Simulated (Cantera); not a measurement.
What does this Cantera script print?

```python
import numpy as np
import cantera as ct

gas = ct.Solution("gri30.yaml")
gas.TPX = 1300, 120000, {'C2H6': 1, 'N2': 44, 'H2O': 0.34}
inlet = ct.Reservoir(gas, clone=True)

reactor = ct.IdealGasConstPressureReactor(gas, energy="off", clone=False)
exhaust = ct.Reservoir(gas, clone=True)
tau = [11, 3.2, 0.89, 0.25, 0.07, 0.02, 0.0055, 0.0015][0]
for a, b in ((inlet, reactor), (reactor, exhaust)):
    ct.MassFlowController(a, b, mdot=lambda t: reactor.mass / tau)
net = ct.ReactorNet([reactor])
show = ['C2H6', 'CH2', 'H2', 'C2H2', 'C2H4', 'HCN']

rows = []
print(f"{'tau/s':>10s}{'T/K':>9s}" + "".join(f"{s:>11s}" for s in show))
for tau in [11, 3.2, 0.89, 0.25, 0.07, 0.02, 0.0055, 0.0015]:
    net.initial_time = 0.0
    net.advance(30 * tau)
    before = gas.X
    net.advance(40 * tau)
    drift = np.max(np.abs(gas.X - before) / (gas.X + 1e-9))
    rows.append([gas.T, *gas[show].X, drift])
    print(f"{tau:10.3e}{gas.T:9.1f}" + "".join(f"{x:11.3e}" for x in gas[show].X))
```

It prints:

```
     tau/s      T/K       C2H6        CH2         H2       C2H2       C2H4        HCN
 1.100e+01   1300.0  4.764e-05  4.426e-11  3.071e-02  1.582e-02  1.964e-03  4.455e-10
 3.200e+00   1300.0  9.835e-05  8.790e-11  3.190e-02  1.600e-02  2.395e-03  4.557e-10
 8.900e-01   1300.0  2.166e-04  1.892e-10  3.222e-02  1.563e-02  3.132e-03  4.841e-10
 2.500e-01   1300.0  5.046e-04  4.255e-10  3.105e-02  1.427e-02  4.503e-03  5.203e-10
 7.000e-02   1300.0  1.265e-03  1.007e-09  2.768e-02  1.129e-02  6.959e-03  5.656e-10
 2.000e-02   1300.0  3.304e-03  2.408e-09  2.174e-02  6.715e-03  9.895e-03  6.106e-10
 5.500e-03   1300.0  8.569e-03  5.175e-09  1.334e-02  2.201e-03  9.908e-03  5.818e-10
 1.500e-03   1300.0  1.613e-02  7.360e-09  5.333e-03  3.023e-04  5.048e-03  4.208e-10
```

Model: GRI-Mech 3.0 (53 species, 325 reactions), integrated in Cantera. GRI-Mech 3.0 stops at C3 and has no aromatics, soot or wall deposition, so with more carbon than oxygen in the feed, carbon stays in small species such as C2H2 where larger ones or solid carbon would form.
